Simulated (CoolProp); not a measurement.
Saturation properties of vinyl chloride.

The numbers come from the reference Helmholtz-energy equation of state, Thol 2022 in CoolProp.

```
T (°C)  p (MPa)  liquid density (kg/m³)  vapour density (kg/m³)  enthalpy of vaporisation (kJ/kg)  liquid cp (kJ/(kg K))
------  -------  ----------------------  ----------------------  --------------------------------  ---------------------
-15.65  0.09421                       ?                   2.829                                 ?                  1.480
6.85     0.2209                   932.9                   6.245                             338.2                  1.502
29.45    0.4501                   890.8                   12.20                             318.2                  1.541
52.05    0.8233                   845.9                   21.80                             295.9                  1.603
74.55     1.384                   796.8                   36.64                             270.0                      ?
97.15         ?                   739.6                   59.82                                 ?                  1.881
119.65        ?                   667.1                   98.06                             194.8                  2.300
142.25        ?                   550.0                   179.5                             121.0                  4.477
```

**Question.** What belongs in the gaps?

**Answer.** 
- -15.65, liquid density (kg/m³): 973.2
- -15.65, enthalpy of vaporisation (kJ/kg): 356.7
- 74.55, liquid cp (kJ/(kg K)): 1.701
- 97.15, p (MPa): 2.188
- 97.15, enthalpy of vaporisation (kJ/kg): 238.0
- 119.65, p (MPa): 3.293
- 142.25, p (MPa): 4.800

It boils at -13.9 °C under 1 atm.
